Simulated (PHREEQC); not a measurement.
PHREEQC input (ion-association model, wateq4f.dat):

```
SOLUTION_SPECIES
  2 NO3- + 12 H+ + 10 e- = N2 + 6 H2O  # shut off: nitrate stays nitrate
    -log_k -100
    -delta_h 0
    -analytic -100
SOLUTION 1
  temp 20
  units mmol/kgw
  pH 7 charge
  S(6) 0.26
  Ag 0.52
  N(5) 0.966
  K 0.066
  Cu(2) 0.45
SOLUTION 2
  temp 20
  units mmol/kgw
  pH 7 charge
  N(5) 3.8
  Cd 1.9
END
SELECTED_OUTPUT 1
  -reset false
  -pH true
  -pe true
  -ionic_strength true
  -water true
  -totals Ag Cd Cu K N S Cu(1) Cu(2) N(5) N(3)
    N(0) N(-3) S(-2) S(6)
  -molalities H+ Ag+ Cd+2 Cu+2 K+ NO3- SO4-2 NH3 KSO4- HSO4-
    H2S HS- S-2 O2 NH4+ NH4SO4- OH- Cu+ CuOH+ Cu(OH)2
    Cu(OH)3- Cu(OH)4-2 Cu2(OH)2+2 CuSO4 Cu(HS)3- CdOH+ Cd(OH)2 Cd(OH)3- Cd(OH)4-2 Cd2OH+3
    CdNO3+ CdSO4 CdHS+ Cd(HS)2 Cd(HS)3- Cd(HS)4-2 NO2- AgHS Ag(HS)2- AgOH
    Ag(OH)2- AgSO4- AgNO3 Ag(NO2)2- Cd(SO4)2-2
  -saturation_indices Cu(OH)2 Brochantite Antlerite Cu2(OH)3NO3 Cd(OH)2 Ag2O Ag2SO4 Chalcanthite
PRINT
  -reset false
MIX 1
  1 1
  2 0
EQUILIBRIUM_PHASES 1
  O2(g) -0.68 10
END
# ... the last block is repeated for the other 20 points of share of solution B
```

Selected output (columns that matter, 10 of 21 rows; share of solution B added in front):

```
share of solution B	pH	mu	Ag	Cd	Cu	K	N	S	si_Cu(OH)2	si_Brochantite	si_Antlerite	si_Cu2(OH)3NO3	si_Cd(OH)2	si_Ag2O
0	5.4944	0.0021334	0.00052	0	0.00045	6.6e-05	0.000966	0.00026	-1.2906	0.1315	-0.3585	-2.9088	-1000	-8.3371
0.1	5.5167	0.0024679	0.000468	0.00019	0.000405	5.94e-05	0.0012494	0.000234	-1.296	0.0036	-0.4811	-2.8318	-6.45	-8.387
0.2	5.541	0.0028082	0.000416	0.00038	0.00036	5.28e-05	0.0015328	0.000208	-1.3023	-0.137	-0.6153	-2.7817	-6.1039	-8.4433
0.35	5.5828	0.0033279	0.000338	0.000665	0.0002925	4.29e-05	0.0019579	0.000169	-1.3146	-0.3811	-0.8471	-2.7442	-5.7827	-8.5438
0.45	5.6154	0.0036796	0.000286	0.000855	0.0002475	3.63e-05	0.0022413	0.000143	-1.3257	-0.5761	-1.0311	-2.7416	-5.6117	-8.6261
0.55	5.6534	0.0040349	0.000234	0.001045	0.0002025	2.97e-05	0.0025247	0.000117	-1.3402	-0.8103	-1.2507	-2.7585	-5.4517	-8.7265
0.65	5.6997	0.0043934	0.000182	0.001235	0.0001575	2.31e-05	0.0028081	9.1e-05	-1.3606	-1.1052	-1.5252	-2.8006	-5.29	-8.8545
0.8	5.7975	0.0049366	0.000104	0.00152	9e-05	1.32e-05	0.0032332	5.2e-05	-1.4137	-1.7734	-2.1403	-2.9455	-5.0088	-9.1479
0.9	5.9111	0.0053018	5.2e-05	0.00171	4.5e-05	6.6e-06	0.0035166	2.6e-05	-1.4928	-2.6288	-2.9166	-3.1822	-4.7335	-9.5248
1	6.5308	0.0056695	0	0.0019	0	0	0.0038	0	-1000	-1000	-1000	-1000	-3.4514	-1000
```

Along this series the solution becomes supersaturated in solids that the run did not let form, among them Brochantite.
